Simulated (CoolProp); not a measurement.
A single-stage vapour-compression cycle with the fluid: evaporating at 313.15 K (dew point), condensing at 346.15 K (bubble point), superheat 5 K, subcooling 0 K, compressor efficiency 0.6, no pressure losses. The same conditions are run with several fluids, on thermodynamics alone (safety and materials aside).

Values from CoolProp's reference Helmholtz-energy equation of state of each fluid (benzene: Thol 2012; dimethyl carbonate: Zhou 2011; hydrogen sulfide: Lemmon 2006; tetrahydrofuran: Fiedler 2023; the fluoroketone C6F12O (FK-5-1-12): McLinden 2015; vinyl chloride: Thol 2022).

```csv
fluid,cooling COP,pressure ratio,discharge temperature (K),refrigerating effect (kJ/kg),volumetric capacity (kJ/m³)
benzene,[?],3.32,376.1,368,268
dimethyl carbonate,5.21,3.79,371.1,353,182
hydrogen sulfide,[?],1.95,398.3,[?],14200
tetrahydrofuran,5.23,3.15,[?],380,423
the fluoroketone C6F12O (FK-5-1-12),4.23,2.97,346.1,57.7,530
vinyl chloride,[?],2.22,380.8,[?],4100
```

**Question.** Complete the blanks.

**Answer.** 
- benzene, cooling COP: 5.22
- hydrogen sulfide, cooling COP: 4.14
- hydrogen sulfide, refrigerating effect (kJ/kg): 302
- tetrahydrofuran, discharge temperature (K): 377.0
- vinyl chloride, cooling COP: 4.92
- vinyl chloride, refrigerating effect (kJ/kg): 260

The compression ends wet for: the fluoroketone C6F12O (FK-5-1-12).
